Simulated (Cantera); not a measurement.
Feed: 1 mol CsOH, 4.6 mol H₂, a varied amount of O₂, held at 1425 K and 1.80 bar.

Cantera equilibrium calculation (NASA polynomials, part measured and part estimated; ideal gas, pure solids and liquids). Candidate condensed phases: Cs, CsOH, H₂O; 15 gas species. The numbers say what is thermodynamically allowed, not how fast it happens.

x: gas mole fraction; nothing condenses.

```csv
n(O₂) (mol),x H₂O,x H₂,x O₂,x CsOH,x Cs,x Cs₂(OH)₂,x OH
0.54,0.205,0.618,<1e-12,0.163,0.0133,0.000551,(withheld)
0.63,0.235,0.588,<1e-12,0.165,0.0114,0.000564,(withheld)
0.74,0.273,0.550,<1e-12,0.167,0.00966,0.000578,(withheld)
0.87,0.318,0.505,<1e-12,0.169,0.00803,0.000590,(withheld)
1,0.363,0.460,<1e-12,0.170,0.00676,0.000599,(withheld)
1.2,0.433,0.389,<1e-12,0.172,0.00526,0.000611,(withheld)
1.4,0.503,0.319,<1e-12,0.173,0.00413,0.000619,(withheld)
1.6,0.574,0.248,1.29e-12,0.174,0.00321,0.000627,(withheld)
1.9,0.680,0.142,5.55e-12,0.175,0.00206,0.000635,(withheld)
2.2,0.787,0.0353,1.20e-10,0.176,0.000896,0.000645,(withheld)
2.6,0.780,1.70e-6,0.0509,0.168,5.98e-6,0.000587,(withheld)
3.1,0.719,9.98e-7,0.125,0.155,4.59e-6,0.000500,8.00e-5
3.6,0.667,7.54e-7,0.188,0.144,3.99e-6,0.000430,8.54e-5
```

Some entries are withheld; supply them.


- 0.54, x OH: 2.90e-8
- 0.63, x OH: 3.41e-8
- 0.74, x OH: 4.09e-8
- 0.87, x OH: 4.97e-8
- 1, x OH: 5.95e-8
- 1.2, x OH: 7.71e-8
- 1.4, x OH: 9.91e-8
- 1.6, x OH: 1.28e-7
- 1.9, x OH: 2.01e-7
- 2.2, x OH: 4.66e-7
- 2.6, x OH: 6.66e-5
